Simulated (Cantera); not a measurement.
Charge: 1 mol Si2Cl6, 6.1 mol NH3, 1.5 mol N2, at 1373 K and 1330 Pa.

These are equilibrium values from Cantera (NASA tables, ideal gas, pure condensed phases), not measurements of a reactor. Candidate condensed phases: NH4Cl, Si, Si3N4; 28 gas species. The feed counts by its element totals alone. The tables' values for SiCl3 are old estimates; treat these amounts as uncertain. Rates play no part.

**Question.** What is the equilibrium state?

**Answer.** 
- x(H2): 0.422
- x(HCl): 0.341
- x(N2): 0.220
- x(SiCl2): 0.00820
- x(SiCl4): 0.00520
- x(SiCl3): 0.00303
- x(SiHCl3): 0.000406
- x(H): 1.87e-5
- x(Cl): 1.26e-5
- n(Si3N4(s)): 0.580 mol
- gas amount: 15.43 mol
- log10 activity of Si(s) (absent): -1.99
